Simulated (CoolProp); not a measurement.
A Linde-Hampson liquefier for ethane: isothermal reversible compression at 320 K from 1 atm to 5 MPa, throttling to 1 atm, return gas leaving the recuperator 5 K below the feed. Each further row changes one setting.

Model: reference Helmholtz-energy equation of state, Bücker 2006, in CoolProp.

```json
[
 {"case": "as stated", "liquid yield per pass": "…", "compression work (kJ/kg of gas)": "315"},
 {"case": "high pressure 10 MPa", "liquid yield per pass": "0.426", "compression work (kJ/kg of gas)": "338"},
 {"case": "warm-end temperature 350 K", "liquid yield per pass": "…", "compression work (kJ/kg of gas)": "…"},
 {"case": "warm-end gap 10 K", "liquid yield per pass": "0.154", "compression work (kJ/kg of gas)": "315"}
]
```

Task: Complete the blanks.

Result: 
- as stated, liquid yield per pass: 0.165
- warm-end temperature 350 K, liquid yield per pass: 0.101
- warm-end temperature 350 K, compression work (kJ/kg of gas): 354
